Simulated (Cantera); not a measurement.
An isothermal, constant-pressure homogeneous reactor starts with H₂ : O₂ : N₂ : H₂O = 0.02 : 1 : 4.4 : 0.0066 (molar parts), at 1323 K and 0.00790 bar.

Cantera simulation using GRI-Mech 3.0 (53 species, 325 reactions); the numbers are that mechanism's predictions, not measurements. Radical loss at walls, strong at low pressure, is not modelled.

Problem. Predict: x(H₂) at 100 s; x(O₂) at 100 s; x(NO) at 100 s; x(HO₂) at 100 s; x(H₂O) at 100 s.

Solution. 
- x(H₂) at 100 s: 9.12e-8 (gas-phase equilibrium 1.69e-8)
- x(O₂) at 100 s: 0.183 (gas-phase equilibrium 0.183)
- x(NO) at 100 s: 2.23e-7 (gas-phase equilibrium 0.000436)
- x(HO₂) at 100 s: 3.03e-9 (gas-phase equilibrium 2.76e-9)
- x(H₂O) at 100 s: 0.00490 (gas-phase equilibrium 0.00491)
